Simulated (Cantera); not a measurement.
## CaO + HCl + H2 (oxide etching and cleaning by halides)

A closed system holds: 1 mol CaO, 1.1 mol HCl, 18 mol H2, equilibrated at 13.3 mbar.

Method: chemical equilibrium by Gibbs-energy minimisation in Cantera with the NASA 1993 tables (ideal gas, pure condensed phases). Candidate condensed phases: Ca, CaCl2, CaO, Ca(OH)2, H2O; 21 gas species. Mutual solubility and eutectic melting of coexisting phases are not modelled. Condensed phases not in the tables: oxide chlorides. Rates play no part.

```json
[
 {"T (K)": "723", "x H2": "0.970", "x HCl": "2.28e-5", "x H2O": "0.0296", "x CaCl2": "<1e-12", "x H": "<1e-12", "n CaCl2(s)": "0.550", "n CaO(s)": "0.450", "n CaCl2(l)": "0"},
 {"T (K)": "823", "x H2": "0.970", "x HCl": "0.000201", "x H2O": "0.0295", "x CaCl2": "4.90e-10", "x H": "6.26e-11", "n CaCl2(s)": "0.548", "n CaO(s)": "0.452", "n CaCl2(l)": "0"},
 {"T (K)": "923", "x H2": "0.970", "x HCl": "0.00109", "x H2O": "0.0291", "x CaCl2": "7.14e-8", "x H": "2.09e-9", "n CaCl2(s)": "0.540", "n CaO(s)": "0.460", "n CaCl2(l)": "0"},
 {"T (K)": "1023", "x H2": "0.968", "x HCl": "0.00415", "x H2O": "0.0275", "x CaCl2": "3.82e-6", "x H": "3.53e-8", "n CaCl2(s)": "0.511", "n CaO(s)": "0.489", "n CaCl2(l)": "0"},
 {"T (K)": "1123", "x H2": "0.965", "x HCl": "0.0106", "x H2O": "0.0242", "x CaCl2": "7.78e-5", "x H": "3.62e-7", "n CaCl2(s)": "0", "n CaO(s)": "0.549", "n CaCl2(l)": "0.450"},
 {"T (K)": "1223", "x H2": "0.959", "x HCl": "0.0207", "x H2O": "0.0190", "x CaCl2": "0.000881", "x H": "2.55e-6", "n CaCl2(s)": "0", "n CaO(s)": "0.644", "n CaCl2(l)": "0.339"},
 {"T (K)": "1323", "x H2": "0.948", "x HCl": "0.0328", "x H2O": "0.0126", "x CaCl2": "0.00670", "x H": "1.34e-5", "n CaCl2(s)": "0", "n CaO(s)": "0.761", "n CaCl2(l)": "0.112"},
 {"T (K)": "1423", "x H2": "0.942", "x HCl": "0.0328", "x H2O": "0.0124", "x CaCl2": "0.0124", "x H": "5.58e-5", "n CaCl2(s)": "0", "n CaO(s)": "0.764", "n CaCl2(l)": "0"},
 {"T (K)": "1523", "x H2": "0.942", "x HCl": "0.0292", "x H2O": "0.0142", "x CaCl2": "0.0142", "x H": "0.000194", "n CaCl2(s)": "0", "n CaO(s)": "0.729", "n CaCl2(l)": "0"},
 {"T (K)": "1623", "x H2": "0.942", "x HCl": "0.0261", "x H2O": "0.0158", "x CaCl2": "0.0157", "x H": "0.000581", "n CaCl2(s)": "0", "n CaO(s)": "0.699", "n CaCl2(l)": "0"},
 {"T (K)": "1723", "x H2": "0.941", "x HCl": "0.0234", "x H2O": "0.0171", "x CaCl2": "0.0170", "x H": "0.00153", "n CaCl2(s)": "0", "n CaO(s)": "0.673", "n CaCl2(l)": "0"},
 {"T (K)": "1823", "x H2": "0.939", "x HCl": "0.0211", "x H2O": "0.0183", "x CaCl2": "0.0181", "x H": "0.00364", "n CaCl2(s)": "0", "n CaO(s)": "0.650", "n CaCl2(l)": "0"},
 {"T (K)": "1923", "x H2": "0.934", "x HCl": "0.0191", "x H2O": "0.0195", "x CaCl2": "0.0187", "x H": "0.00788", "n CaCl2(s)": "0", "n CaO(s)": "0.626", "n CaCl2(l)": "0"}
]
```
x: gas mole fraction; n: condensed amount in mol.

From 723 K to 1023 K the condensed part is CaCl2(s) + CaO(s). From 1123 K to 1323 K the condensed part is CaCl2(l) + CaO(s). From 1423 K to 1923 K the condensed part is CaO(s).
